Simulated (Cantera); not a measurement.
A perfectly stirred reactor is fed with CH4 : O2 : N2 = 0.019 : 0.0029 : 1 (molar parts), equivalence ratio 13, at 1.00 bar; it is held at 1375 K, and followed from long to short residence time.

Detailed kinetics in Cantera: GRI-Mech 3.0 (53 species, 325 reactions). GRI-Mech 3.0 stops at C3 and has no aromatics, soot or wall deposition, so with more carbon than oxygen in the feed, carbon stays in small species such as C2H2 where larger ones or solid carbon would form.

Task: What does this change do: temperature 1375 to 925 K?

Result: 
```csv
quantity,before,after
x(CH4) at τ = 1.60 s,0.0141,0.0186
x(O2) at τ = 1.60 s,0.000857,0.00284
x(NO2) at τ = 1.60 s,<1e-12,<1e-12
x(CO) at τ = 1.60 s,0.00139,6.33e-11
x(H2O) at τ = 1.60 s,0.00237,1.77e-8
x(CH4) at τ = 73.0 ms,0.0184,0.0186
x(O2) at τ = 73.0 ms,0.00279,0.00284
x(NO2) at τ = 73.0 ms,<1e-12,<1e-12
x(CO) at τ = 73.0 ms,2.43e-5,<1e-12
x(H2O) at τ = 73.0 ms,4.97e-5,8.81e-11
```

Task: What does this change do: O2 0.0029 to 0.0004 parts?

Result: 
```json
[
 {"quantity": "x(CH4) at τ = 1.60 s", "before": "0.0141", "after": "0.0168"},
 {"quantity": "x(O2) at τ = 1.60 s", "before": "0.000857", "after": "0.000208"},
 {"quantity": "x(NO2) at τ = 1.60 s", "before": "<1e-12", "after": "<1e-12"},
 {"quantity": "x(CO) at τ = 1.60 s", "before": "0.00139", "after": "0.000125"},
 {"quantity": "x(H2O) at τ = 1.60 s", "before": "0.00237", "after": "0.000234"},
 {"quantity": "x(CH4) at τ = 73.0 ms", "before": "0.0184", "after": "0.0186"},
 {"quantity": "x(O2) at τ = 73.0 ms", "before": "0.00279", "after": "0.000388"},
 {"quantity": "x(NO2) at τ = 73.0 ms", "before": "<1e-12", "after": "<1e-12"},
 {"quantity": "x(CO) at τ = 73.0 ms", "before": "2.43e-5", "after": "2.17e-6"},
 {"quantity": "x(H2O) at τ = 73.0 ms", "before": "4.97e-5", "after": "4.65e-6"}
]
```
